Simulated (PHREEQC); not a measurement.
**Acid rinse or clean: speciation**

Make-up at 18 °C: 0.0018 mol HCl, 0.00021 mol ZnSO4 and 0.0022 mol KCl per kg of water. Closed to the air; pH follows from the charge balance.

All values are PHREEQC results (ion-association model, phreeqc.dat), not measurements.

No solid was allowed to form.

Estimate the pH.

pH 2.78.

In which forms is Zn present?

Zn+2 97 %, ZnSO4 2.2 %, ZnCl+ 0.6 % of the Zn.

Species that the database lacks are ignored.
